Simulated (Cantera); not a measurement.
Feed: 1 mol B2O3, 7 mol N2, 0.34 mol H2, held at 0.0150 bar.

Points: T (K) = 925, 1075, 1225, 1375, 1525, 1675, 1825, 1975, 2125, 2275.

Cantera's Mixture.equilibrate('TP', solver="vcs", rtol=1e-11, max_steps=5000) on the NASA tables stopped like this:

```
T = 925 K  P = 1500 Pa  gas = 7.34 mol
   x: N2 9.537e-01  H2 4.621e-02
   condensed (mol): BN(s) 0.0005464  B2O3(L) 0.9997
T = 1075 K  P = 1500 Pa  gas = 7.34 mol
   x: N2 9.537e-01  H2 4.621e-02
   condensed (mol): BN(s) 0.0005398  B2O3(L) 0.9997
ERROR: FAILURE its = 5001!

*******************************************************************************
CanteraError thrown by MultiPhase::equilibrate:
VCS solver failed. Return code: -1
*******************************************************************************
```

**Question.** What got this run through?

**Answer.** Several could match; the one computed here: The failure is numerical, not chemical. The same input converged with solver="gibbs", rtol=1e-10, max_steps=50000, and the result passed a check of the equilibrium conditions:
```
T = 925 K  P = 1500 Pa  gas = 7.34 mol
   x: N2 9.537e-01  H2 4.621e-02
   condensed (mol): BN(s) 0.0005464  B2O3(L) 0.9997
T = 1075 K  P = 1500 Pa  gas = 7.34 mol
   x: N2 9.537e-01  H2 4.621e-02
   condensed (mol): BN(s) 0.0005398  B2O3(L) 0.9997
T = 1225 K  P = 1500 Pa  gas = 7.34 mol
   x: N2 9.536e-01  H2 4.617e-02
   condensed (mol): BN(s) 0.00071  B2O3(L) 0.9993
T = 1375 K  P = 1500 Pa  gas = 7.342 mol
   x: N2 9.533e-01  H2 4.590e-02
   condensed (mol): BN(s) 0.001659  B2O3(L) 0.9962
T = 1525 K  P = 1500 Pa  gas = 7.368 mol
   x: N2 9.498e-01  H2 4.454e-02  B2O3 2.391e-03  HBO2 2.244e-03
   condensed (mol): BN(s) 0.003551  B2O3(L) 0.9688
T = 1675 K  P = 1500 Pa  gas = 7.676 mol
   x: N2 9.119e-01  H2 3.789e-02  B2O3 3.500e-02  HBO2 8.367e-03  HBO 4.023e-03  B2O2 2.085e-03
   condensed (mol): B2O3(L) 0.6662
T = 1825 K  P = 1500 Pa  gas = 8.352 mol
   x: N2 8.381e-01  B2O3 1.020e-01  H2 2.838e-02  HBO2 1.748e-02  HBO 6.120e-03  B2O2 4.793e-03  BO 2.265e-03
   condensed (mol): none
T = 1975 K  P = 1500 Pa  gas = 8.375 mol
   x: N2 8.358e-01  B2O3 9.833e-02  H2 2.588e-02  HBO2 2.047e-02  BO 6.506e-03  HBO 6.304e-03  B2O2 4.343e-03  H 1.797e-03
   condensed (mol): none
T = 2125 K  P = 1500 Pa  gas = 8.423 mol
   x: N2 8.311e-01  B2O3 9.283e-02  HBO2 2.434e-02  H2 2.234e-02  BO 1.453e-02  HBO 5.655e-03  H 4.431e-03  B2O2 3.270e-03
   condensed (mol): none
T = 2275 K  P = 1500 Pa  gas = 8.503 mol
   x: N2 8.232e-01  B2O3 8.468e-02  HBO2 2.845e-02  BO 2.612e-02  H2 1.747e-02  H 9.163e-03  HBO 4.355e-03  BO2 2.795e-03  B2O2 2.061e-03  H2O 1.467e-03
   condensed (mol): none
```

The gas is ideal and each condensed phase is pure. N2 is the only nitrogen source here; it is nearly inert below about 1500 K, so the nitride shown seldom forms there in practice. Mutual solubility and eutectic melting of coexisting phases are not modelled.
